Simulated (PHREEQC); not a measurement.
# Brine (model solution)

Consider water at 50 °C with 0.51 mol MgCl2 and 0.095 mol BaCl2 per kg of water. Closed to the air; pH follows from the charge balance.

The numbers come from PHREEQC with the ion-association model, wateq4f.dat.

This is a speciation only: nothing precipitates in the calculation.

Task: Predict the activity of water.

Result: activity of water 0.969.

The ionic strength is past about 0.7 mol/kgw, beyond the range of this activity model, so the values are rough. Away from 25 °C the constants follow the database's enthalpies or fits; those with neither stay at their 25 °C values.
